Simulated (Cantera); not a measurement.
Charge: 1 mol CH3SiCl3, 0.38 mol C2H2, 1.3 mol H2, 0.2 mol C2H4, at 1677 °C and 0.00190 bar.

Method: chemical equilibrium by Gibbs-energy minimisation in Cantera with the NASA 1993 tables (ideal gas, pure condensed phases). The feed counts by its element totals alone. The tables' values for SiCl, SiCl3 are old estimates; treat these amounts as uncertain. Kinetics and transport are ignored.

| species | before | after |
|---|---|---|
| H2 | 0.455 | 0.470 |
| HCl | 0.459 | 0.468 |
| SiCl2 | 0.0534 | 0.0538 |
| H | 0.0177 | 0.00203 |
| Cl | 0.0134 | 0.00152 |
| CH4 | 1.91e-7 | 1.61e-5 |
| SiHCl3 | 1.54e-6 | 0.000125 |
| SiCl4 | 4.42e-6 | 0.000355 |
| Si2C | 1.25e-5 | 1.59e-7 |
| SiC2 | 1.85e-5 | 2.35e-7 |
| Si | 0.000568 | 7.20e-6 |
| C(graphite), mol | 1.44 | 1.45 |
| SiC(s), mol | 0.716 | 0.704 |
Gas species are given as mole fractions.

**Question.** Which change was made?
A) H2 from 1.3 to 82 mol
B) temperature from 1677 °C to 950 °C
C) pressure from 0.00190 bar to 0.150 bar
D) temperature from 1677 °C to 2127 °C

**Answer.** C, pressure from 0.00190 bar to 0.150 bar. The tables' values for SiCl3, SiCl are old estimates; treat these amounts as uncertain
